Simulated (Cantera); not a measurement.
Cantera run, input and output.

```python
import numpy as np
import cantera as ct

gas = ct.Solution("gri30.yaml")
gas.TPX = 1348, 13332, {'C2H6': 1, 'N2': 41, 'H2O': 0.18}
reactor = ct.IdealGasConstPressureReactor(gas, energy="off", clone=False)
net = ct.ReactorNet([reactor])
net.rtol, net.atol = 1e-08, 1e-18
show = ['C2H6', 'CH2', 'CH3', 'H', 'C2H', 'HCN', 'H2']
times = np.geomspace(7e-05, 80, 15)

steps = ct.SolutionArray(gas, extra=["t"])
rows = []
print(f"{'t/s':>10s}{'T/K':>9s}{'P/Pa':>11s}" + "".join(f"{s:>11s}" for s in show))
for t in times:
    while net.time < t:
        t_next = net.step()
        steps.append(gas.state, t=t_next)
    rows.append([np.interp(t, steps.t, y) for y in (steps.T, steps.P, *steps(*show).X.T)])
    print(f"{t:10.3e}{rows[-1][0]:9.1f}{rows[-1][1]:11.4g}" + "".join(f"{x:11.3e}" for x in rows[-1][2:]))
rate = np.gradient(steps.T, steps.t)
print("integrator steps:", len(steps.t))
if steps.T.max() > steps.T[0] + 200:
    print(f"time of steepest temperature rise: {steps.t[rate.argmax()]:.4e} s")
gas.TPX = 1348, 13332, {'C2H6': 1, 'N2': 41, 'H2O': 0.18}
gas.equilibrate("TP")
print(f"equilibrium (TP): T = {gas.T:.1f} K  " + "  ".join(f"{s} {gas[s].X[0]:.3e}" for s in show))
```

Output:

```
       t/s      T/K       P/Pa       C2H6        CH2        CH3          H        C2H        HCN         H2
 7.000e-05   1348.0  1.333e+04  2.368e-02  8.487e-10  4.515e-05  3.326e-07  5.520e-19  6.403e-15  1.300e-06
 1.896e-04   1348.0  1.333e+04  2.361e-02  1.207e-08  1.130e-04  2.401e-06  1.516e-15  3.825e-12  2.663e-05
 5.135e-04   1348.0  1.333e+04  2.309e-02  8.911e-08  2.496e-04  9.960e-06  1.729e-12  7.155e-10  3.807e-04
 1.391e-03   1348.0  1.333e+04  2.072e-02  1.951e-07  3.833e-04  1.599e-05  7.675e-11  8.381e-09  2.316e-03
 3.767e-03   1348.0  1.333e+04  1.450e-02  1.916e-07  3.409e-04  1.936e-05  5.388e-10  2.184e-08  7.701e-03
 1.020e-02   1348.0  1.333e+04  4.717e-03  1.164e-07  1.923e-04  2.384e-05  2.303e-09  3.612e-08  1.752e-02
 2.763e-02   1348.0  1.333e+04  3.566e-04  1.525e-08  4.877e-05  1.365e-05  2.807e-09  4.300e-08  2.627e-02
 7.483e-02   1348.0  1.333e+04  2.422e-05  1.233e-09  1.318e-05  4.377e-06  1.161e-09  4.340e-08  3.050e-02
 2.027e-01   1348.0  1.333e+04  2.491e-06  1.609e-10  4.557e-06  1.624e-06  4.811e-10  4.333e-08  3.301e-02
 5.489e-01   1348.0  1.333e+04  7.177e-07  6.418e-11  2.684e-06  1.010e-06  3.226e-10  4.324e-08  3.515e-02
 1.487e+00   1348.0  1.333e+04  5.204e-07  5.878e-11  2.526e-06  1.002e-06  3.410e-10  4.315e-08  3.731e-02
 4.027e+00   1348.0  1.333e+04  4.575e-07  5.823e-11  2.496e-06  1.015e-06  3.529e-10  4.313e-08  3.820e-02
 1.091e+01   1348.0  1.333e+04  4.463e-07  5.779e-11  2.471e-06  1.020e-06  3.541e-10  4.318e-08  3.833e-02
 2.954e+01   1348.0  1.333e+04  4.235e-07  5.667e-11  2.410e-06  1.031e-06  3.563e-10  4.332e-08  3.860e-02
 8.000e+01   1348.0  1.333e+04  3.707e-07  5.385e-11  2.260e-06  1.060e-06  3.617e-10  4.368e-08  3.925e-02
integrator steps: 1386
equilibrium (TP): T = 1348.0 K  C2H6 1.153e-08  CH2 6.156e-12  CH3 3.256e-07  H 1.430e-06  C2H 9.991e-11  HCN 2.970e-02  H2 5.028e-02
```

Computed with Cantera and GRI-Mech 3.0 (53 species, 325 reactions). GRI-Mech 3.0 stops at C3 and has no aromatics, soot or wall deposition, so with more carbon than oxygen in the feed, carbon stays in small species such as C2H2 where larger ones or solid carbon would form.
